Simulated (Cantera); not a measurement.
An adiabatic, constant-pressure homogeneous reactor starts with CH4 : O2 : N2 = 1 : 4.88 : 18.3 (molar parts), at 1225 K and 750 Torr. Integrator tolerance rtol = 1e-08.

Computed with Cantera and GRI-Mech 3.0 (53 species, 325 reactions).

Task: What does this change do: 0.039 parts C2H6 added?

Result: 
```csv
quantity,before,after
time of steepest temperature rise,20.2 ms,8.24 ms
temperature at 5.00 s,2079 K,2126 K
equilibrium temperature,2079 K,2126 K
x(CH4) at 5.00 s,<1e-12 (gas-phase equilibrium <1e-12),<1e-12 (gas-phase equilibrium <1e-12)
x(O2) at 5.00 s,0.115 (gas-phase equilibrium 0.115),0.109 (gas-phase equilibrium 0.109)
x(C2H4) at 5.00 s,<1e-12 (gas-phase equilibrium <1e-12),<1e-12 (gas-phase equilibrium <1e-12)
x(CH3) at 5.00 s,<1e-12 (gas-phase equilibrium <1e-12),<1e-12 (gas-phase equilibrium <1e-12)
x(H) at 5.00 s,3.05e-5 (gas-phase equilibrium 3.05e-5),5.02e-5 (gas-phase equilibrium 5.02e-5)
x(C2H) at 5.00 s,<1e-12 (gas-phase equilibrium <1e-12),<1e-12 (gas-phase equilibrium <1e-12)
x(O) at 5.00 s,0.000408 (gas-phase equilibrium 0.000408),0.000552 (gas-phase equilibrium 0.000552)
```
